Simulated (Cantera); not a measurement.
## Silicon oxide and oxynitride deposition: SiF₄ + NO + N₂

Input: 1 mol SiF₄, 1.3 mol NO, a varied amount of N₂, held at 850 K and 330 Torr.

Equilibrium computed with Cantera from the NASA thermochemical tables; the gas is ideal and each condensed phase is pure. Candidate condensed phases: Si, SiO₂, Si₂N₂O, Si₃N₄; 28 gas species. Kinetics and transport are ignored.

From 23 mol N₂ to 130 mol N₂ nothing is condensed. The main Si-bearing gas is SiF₄ throughout.

```json
[
 {"n(N₂) (mol)": "23", "x N₂": "0.935", "x SiF₄": "0.0395", "x O₂": "0.0257", "x NO": "1.71e-6", "x NO₂": "7.35e-8"},
 {"n(N₂) (mol)": "28", "x N₂": "0.946", "x SiF₄": "0.0330", "x O₂": "0.0215", "x NO": "1.57e-6", "x NO₂": "6.17e-8"},
 {"n(N₂) (mol)": "35", "x N₂": "0.956", "x SiF₄": "0.0268", "x O₂": "0.0174", "x NO": "1.43e-6", "x NO₂": "5.04e-8"},
 {"n(N₂) (mol)": "44", "x N₂": "0.964", "x SiF₄": "0.0216", "x O₂": "0.0140", "x NO": "1.29e-6", "x NO₂": "4.08e-8"},
 {"n(N₂) (mol)": "54", "x N₂": "0.971", "x SiF₄": "0.0178", "x O₂": "0.0115", "x NO": "1.17e-6", "x NO₂": "3.37e-8"},
 {"n(N₂) (mol)": "68", "x N₂": "0.977", "x SiF₄": "0.0142", "x O₂": "0.00925", "x NO": "1.05e-6", "x NO₂": "2.70e-8"},
 {"n(N₂) (mol)": "84", "x N₂": "0.981", "x SiF₄": "0.0116", "x O₂": "0.00753", "x NO": "9.50e-7", "x NO₂": "2.21e-8"},
 {"n(N₂) (mol)": "100", "x N₂": "0.984", "x SiF₄": "0.00978", "x O₂": "0.00635", "x NO": "8.74e-7", "x NO₂": "1.87e-8"},
 {"n(N₂) (mol)": "130", "x N₂": "0.988", "x SiF₄": "0.00756", "x O₂": "0.00491", "x NO": "7.70e-7", "x NO₂": "1.45e-8"}
]
```
x: gas mole fraction; nothing condenses.
